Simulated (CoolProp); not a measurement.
A single-stage vapour-compression cycle with ethane: evaporating at 234.15 K (dew point), condensing at 289.15 K (bubble point), superheat 0 K, subcooling 5 K, compressor efficiency 0.75, no pressure losses. Each further row changes one setting.

The numbers come from the reference Helmholtz-energy equation of state, Bücker 2006 in CoolProp.

| case | cooling COP | pressure ratio | discharge temperature (K) | refrigerating effect (kJ/kg) | volumetric capacity (kJ/m³) |
|---|---|---|---|---|---|
| as stated | 2.13 | 4.30 | 326.7 | 250 | 3620 |
| evaporating temperature 239.15 K | 2.46 | [?] | 322.5 | 253 | 4300 |
| condensing temperature 284.15 K | 2.49 | 3.84 | 319.1 | 268 | [?] |
| subcooling 10 K | 2.30 | 4.30 | 326.7 | 269 | [?] |
| superheat 10 K | 2.14 | 4.30 | 337.7 | 268 | 3640 |
| compressor efficiency 0.65 | 1.85 | 4.30 | 334.1 | 250 | 3620 |

Q: Fill in the missing entries.

A: 
- evaporating temperature 239.15 K, pressure ratio: 3.66
- condensing temperature 284.15 K, volumetric capacity (kJ/m³): 3890
- subcooling 10 K, volumetric capacity (kJ/m³): 3900
